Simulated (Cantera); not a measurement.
Input: 1 mol FeS2, 340 mol H2, 0.17 mol H2O, at 1825 K and 0.840 bar.

Equilibrium computed with Cantera from the NASA thermochemical tables; the gas is ideal and each condensed phase is pure. Candidate condensed phases: Fe, FeO, Fe(OH)2, Fe(OH)3, FeS, FeSO4, FeS2, Fe2O3, Fe2(SO4)3, Fe3O4, H2O, H2SO4, S; 22 gas species. Rates play no part.

Base state: H2 0.993, H2S 0.00551, H2O 0.000499, H 0.000479, SH 0.000283, Fe 4.98e-5, S2 3.70e-5 (mole fractions); condensed: Fe(l).

What changes in the equilibrium state with this change: FeS2 replaced by FeS?


```json
[
 {"species": "H2", "before": "0.993", "after": "0.996"},
 {"species": "H2S", "before": "0.00551", "after": "0.00277"},
 {"species": "H2O", "before": "0.000499", "after": "0.000500"},
 {"species": "SH", "before": "0.000283", "after": "0.000142"},
 {"species": "Fe", "before": "4.98e-5", "after": "4.98e-5"},
 {"species": "S2", "before": "3.70e-5", "after": "9.32e-6"},
 {"species": "H", "before": "0.000479", "after": "0.000480"},
 {"species": "Fe(l), mol", "before": "0.983", "after": "0.983"}
]
```
